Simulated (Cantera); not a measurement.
Feed: 1 mol Si₃N₄, 0.0041 mol H₂O, 5.4 mol N₂, at 70.0 Pa.

Equilibrium computed with Cantera from the NASA thermochemical tables; the gas is ideal and each condensed phase is pure. Candidate condensed phases: H₂O, Si, SiO₂, Si₂N₂O, Si₃N₄; 35 gas species. Mutual solubility and eutectic melting of coexisting phases are not modelled. The tables' values for SiN are old estimates; treat these amounts as uncertain. Rates play no part.

log p: log10 of the partial pressure in bar; n: condensed amount in mol.

```csv
T (°C),log p N₂,log p Si,log p Si₂,log p Si₂N,n Si₂N₂O(s),n Si₃N₄(s),n Si(l)
1127,-3.16,-10.48,-15.09,-13.02,0.00400,0.997,0
1177,-3.16,-9.59,-13.71,-11.88,0.00355,0.997,0
1227,-3.16,-8.76,-12.43,-10.83,0.00137,0.998,0
1277,-3.16,-7.98,-11.23,-9.84,0,0.999,0
1327,-3.16,[?],[?],[?],0,0.998,0
1377,-3.16,-6.58,-9.05,-8.06,0,0.998,0
1427,-3.16,-6.17,-8.53,-7.71,0,0,2.99
1477,-3.16,[?],[?],[?],0,0,2.98
1527,-3.16,-5.50,-7.72,-7.22,0,0,2.96
1577,-3.16,-5.19,-7.35,-7.00,0,0,2.92
1627,-3.16,-4.90,-6.99,-6.80,0,0,2.85
1677,-3.17,-4.62,-6.66,-6.60,0,0,2.72
1727,-3.18,-4.36,-6.35,-6.42,0,0,2.48
1777,-3.21,-4.11,-6.05,-6.25,0,0,2.03
```

Question: What belongs in the gaps?

Answer: 
- 1477, log p Si: -5.82
- 1477, log p Si₂: -8.11
- 1477, log p Si₂N: -7.46
- 1327, log p Si: -7.26
- 1327, log p Si₂: -10.11
- 1327, log p Si₂N: -8.92
